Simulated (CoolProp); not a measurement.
Oxygen along the isotherm -8.45 °C: density (kg/m³) from the reference equation and from simpler models built on Tc = -118.6 °C, pc = 5.046 MPa, ω = 0.022; each cubic takes its own stable root.

Computed with CoolProp (reference Helmholtz-energy equation of state, Schmidt 1985).

```json
[
 {"p (MPa)": "1.15", "phase": "gas", "reference": "16.93"},
 {"p (MPa)": "2.29", "phase": "gas", "reference": "34.13"},
 {"p (MPa)": "3.44", "phase": "gas", "reference": "51.89"},
 {"p (MPa)": "4.59", "phase": "gas", "reference": "70.04"},
 {"p (MPa)": "5.73", "phase": "supercritical", "reference": "88.41"},
 {"p (MPa)": "6.88", "phase": "supercritical", "reference": "107.3"},
 {"p (MPa)": "8.03", "phase": "supercritical", "reference": "126.5"},
 {"p (MPa)": "9.18", "phase": "supercritical", "reference": "145.9"},
 {"p (MPa)": "10.3", "phase": "supercritical", "reference": "165.0"},
 {"p (MPa)": "11.5", "phase": "supercritical", "reference": "185.7"},
 {"p (MPa)": "12.6", "phase": "supercritical", "reference": "204.6"}
]
```

**Question.** How far does each simpler model (ideal gas, Soave-Redlich-Kwong, Peng-Robinson) lie from the reference over these 11 states: mean and median of the absolute difference, and the worst?

**Answer.** 
- ideal gas: mean 6.4 %, median 6.8 %, worst -10.5 % at -8.45 °C and 12.6 MPa
- Soave-Redlich-Kwong: mean 0.9 %, median 0.8 %, worst -1.9 % at -8.45 °C and 12.6 MPa
- Peng-Robinson: mean 1.6 %, median 1.8 %, worst +2.3 % at -8.45 °C and 12.6 MPa
